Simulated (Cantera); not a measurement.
Stirred combustor or abatement burner

A perfectly stirred reactor is fed with CH₃OH : O₂ : N₂ = 1 : 1.5 : 5.64 (molar parts), at 500000 Pa; it is adiabatic with a 425 K inlet, and is followed from long to short residence time, starting on the burning branch (τ in s: 0.076, 0.039, 0.02, 0.01, 0.0053, 0.0027, 0.0014, 0.00073, 0.00037, 0.00019, 9.9e-05).

Model: GRI-Mech 3.0 (53 species, 325 reactions), integrated in Cantera. GRI-Mech 3.0 was tuned for natural gas; its chemistry of methanol as a main component is partial and can be far from experiment.

```
τ (s)    T (K)  x CH₃OH     x O₂    x HCN    x N₂O   x CH₂O  x H₂O
-------  -----  -------  -------  -------  -------  -------  -----
0.076     2316  3.57e-7  0.00492  5.79e-8  2.54e-7  3.87e-7  0.224
0.039     2313  6.73e-7  0.00522  8.44e-8  2.62e-7  7.25e-7  0.224
0.020     2308  1.24e-6  0.00569  1.08e-7  2.75e-7  1.33e-6  0.224
0.010     2299  2.30e-6  0.00637  1.22e-7  2.94e-7  2.43e-6  0.223
0.0053    2286  3.91e-6  0.00723  1.25e-7  3.18e-7  4.10e-6  0.222
0.0027    2267  6.70e-6  0.00843  1.21e-7  3.47e-7  6.92e-6  0.221
0.0014    2242  1.10e-5  0.00989  1.19e-7  3.73e-7  1.12e-5  0.219
0.00073   2210  1.77e-5   0.0116  1.24e-7  3.92e-7  1.79e-5  0.217
0.00037   2170  2.89e-5   0.0138  1.48e-7  4.01e-7  2.88e-5  0.214
0.00019   2123  4.71e-5   0.0163  2.05e-7  4.01e-7  4.61e-5  0.210
9.9e-5    2071  7.81e-5   0.0192  3.10e-7  3.92e-7  7.47e-5  0.207
```
x: mole fraction; the columns are a selection and need not sum to one.
